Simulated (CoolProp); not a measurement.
A closed Brayton cycle with carbon dioxide: compressor inlet 333.15 K and 8 MPa, high pressure 16.5 MPa, turbine inlet 810 K, compressor efficiency 0.89, turbine efficiency 0.9, recuperator effectiveness 0.8 (on enthalpy, no pinch check). Each further row changes one setting.

Computed with CoolProp (reference Helmholtz-energy equation of state, Span 1996).

```
case                           thermal efficiency (%)  net work (kJ/kg)  compressor to turbine work  compressor exit (K)  turbine exit (K)
-----------------------------  ----------------------  ----------------  --------------------------  -------------------  ----------------
as stated                                        25.5              57.0                        0.40                396.5             723.9
turbine inlet 760 K                              24.4              50.5                        0.43                396.5             677.2
compressor inlet 343.15 K                        24.8               ___                        0.44                409.1             723.9
high pressure 14 MPa                             22.7              45.9                         ___                381.7             743.1
recuperator effectiveness 0.5                     ___              57.0                        0.40                396.5             723.9
```

Task: Fill in the missing entries.

Result: 
- compressor inlet 343.15 K, net work (kJ/kg): 53.3
- high pressure 14 MPa, compressor to turbine work: 0.38
- recuperator effectiveness 0.5, thermal efficiency (%): 16.9
